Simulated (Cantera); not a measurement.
Input: 1 mol CH2F2, 0.15 mol Si, 14 mol H2, held at 1623 K and 41.0 mbar.

Equilibrium computed with Cantera from the NASA thermochemical tables; the gas is ideal and each condensed phase is pure. Candidate condensed phases: C, C6H6, C7H8, C8H18, Si, SiC; 113 gas species. The tables' values for SiF3, SiF2 are old estimates; treat these amounts as uncertain. Kinetics and transport are ignored.

Base state: H2 0.901, HF 0.0891, SiF4 0.00867, SiF3 0.000669, H 0.000324, SiHF3 9.72e-5, CH4 4.94e-5, C2H2 (acetylene) 3.14e-5 (mole fractions); condensed: C(graphite).

### Question
What changes in the equilibrium state with this change: CH2F2 replaced by CF4?

### Answer
| species | before | after |
|---|---|---|
| H2 | 0.901 | 0.775 |
| HF | 0.0891 | 0.215 |
| SiF4 | 0.00867 | 0.00915 |
| SiF2 | 2.41e-5 | 3.76e-6 |
| SiHF3 | 9.72e-5 | 3.66e-5 |
| SiF3 | 0.000669 | 0.000272 |
| CH4 | 4.94e-5 | 3.65e-5 |
| C2H2 (acetylene) | 3.14e-5 | 2.70e-5 |
| C(graphite), mol | 0.998 | 0.999 |
The tables' values for SiF3 are old estimates; treat these amounts as uncertain.
